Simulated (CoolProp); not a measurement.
Vapour-liquid equilibrium of CH2F2 (R32) (1) + R134a (2) at 292.1 K; x and y are mole fractions of (1).

Values from CoolProp's multi-fluid Helmholtz-energy mixture model, Tillner-Roth 1997 and Tillner-Roth 1994; pair parameters Lemmon 2004.

```
x      bubble pressure (MPa)  y at the bubble point  dew pressure at overall composition x (MPa)  liquid density (mol/L)
-----  ---------------------  ---------------------  -------------------------------------------  ----------------------
0.05                  0.5958                  0.107                                       0.5724                   12.27
0.125                 0.6590                  0.243                                       0.6034                   12.61
0.2                   0.7221                  0.357                                       0.6377                   12.98
0.275                 0.7851                  0.454                                   (withheld)                   13.37
0.35                  0.8483                  0.538                                       0.7179                   13.78
0.425             (withheld)                  0.613                                       0.7653                   14.22
0.5               (withheld)                  0.679                                       0.8185                   14.69
0.575                  1.041                  0.739                                       0.8788                   15.20
0.65                   1.107                  0.794                                       0.9471                   15.74
0.725                  1.174                  0.844                                        1.025                   16.32
0.8                    1.243                  0.891                                        1.115                   16.96
0.875                  1.312                  0.934                                        1.219                   17.65
0.95                   1.384             (withheld)                                   (withheld)                   18.40
```

Q: Some entries are withheld; supply them.

A: 
- 0.275, dew pressure at overall composition x (MPa): 0.6756
- 0.425, bubble pressure (MPa): 0.9119
- 0.5, bubble pressure (MPa): 0.9760
- 0.95, y at the bubble point: 0.975
- 0.95, dew pressure at overall composition x (MPa): 1.340

No azeotrope shows between x = 0.05 and 0.95.

The pair parameters rest on a limited set of measurements; away from them the model extrapolates.
